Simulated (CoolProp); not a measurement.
Aqueous ethylene glycol as a coolant, 4 % by mass, freezing at -1.3 °C, 1 atm.

Computed with CoolProp (Melinder's fits for secondary coolants).

```tsv
T (°C)	Prandtl number	conductivity (W/(m K))	cp (kJ/(kg K))	viscosity (mPa s)
1.7	14.0	0.550	4.137	1.86
6.7	11.8	0.559	4.133	1.59
11.8	9.97	0.567	4.131	1.37
16.8	8.56	0.576	4.129	1.19
21.8	7.43	0.583	4.128	1.05
26.9	6.49	0.591	4.128	0.930
31.9	5.74	0.598	4.128	0.832
37	5.11	0.605	4.130	0.748
```
